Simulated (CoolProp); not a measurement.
Saturation properties of decamethyltetrasiloxane (MD2M).

Computed with CoolProp (reference Helmholtz-energy equation of state, Thol 2017).

```json
[
 {"T (K)": "274.8", "p (bar)": "6.595e-5", "liquid density (kg/m³)": "[?]", "liquid cp (kJ/(kg K))": "1.669"},
 {"T (K)": "293.7", "p (bar)": "0.0003650", "liquid density (kg/m³)": "853.1", "liquid cp (kJ/(kg K))": "1.714"},
 {"T (K)": "312.6", "p (bar)": "0.001552", "liquid density (kg/m³)": "834.2", "liquid cp (kJ/(kg K))": "1.760"},
 {"T (K)": "331.5", "p (bar)": "0.005340", "liquid density (kg/m³)": "815.4", "liquid cp (kJ/(kg K))": "1.806"},
 {"T (K)": "350.4", "p (bar)": "0.01544", "liquid density (kg/m³)": "[?]", "liquid cp (kJ/(kg K))": "1.852"},
 {"T (K)": "369.3", "p (bar)": "0.03873", "liquid density (kg/m³)": "[?]", "liquid cp (kJ/(kg K))": "1.896"},
 {"T (K)": "388.2", "p (bar)": "0.08630", "liquid density (kg/m³)": "[?]", "liquid cp (kJ/(kg K))": "1.939"},
 {"T (K)": "407.1", "p (bar)": "0.1743", "liquid density (kg/m³)": "737.4", "liquid cp (kJ/(kg K))": "1.981"},
 {"T (K)": "426", "p (bar)": "0.3244", "liquid density (kg/m³)": "716.5", "liquid cp (kJ/(kg K))": "2.022"},
 {"T (K)": "444.9", "p (bar)": "0.5634", "liquid density (kg/m³)": "694.7", "liquid cp (kJ/(kg K))": "2.064"}
]
```

### Question
What belongs in the gaps?

### Answer

- 274.8, liquid density (kg/m³): 871.9
- 350.4, liquid density (kg/m³): 796.4
- 369.3, liquid density (kg/m³): 777.1
- 388.2, liquid density (kg/m³): 757.5

It boils at 467.6 K under 1 atm.
